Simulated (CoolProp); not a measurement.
The numbers come from the reference Helmholtz-energy equation of state, Lemmon 2006 in CoolProp. It is a short technical equation, of lower accuracy than the large ones.

Task: For nitrous oxide, give the phase and the Z, cv (kJ/(kg K)), Joule-Thomson coefficient (K/MPa), isothermal compressibility (1/MPa) at 43.55 °C and 12.1 MPa; 43.55 °C and 13.6 MPa.

Result: 
- 43.55 °C and 12.1 MPa: supercritical; Z 0.281, cv 0.928, Joule-Thomson coefficient 1.30, isothermal compressibility 0.0306
- 43.55 °C and 13.6 MPa: supercritical; Z 0.304, cv 0.920, Joule-Thomson coefficient 1.01, isothermal compressibility 0.0220
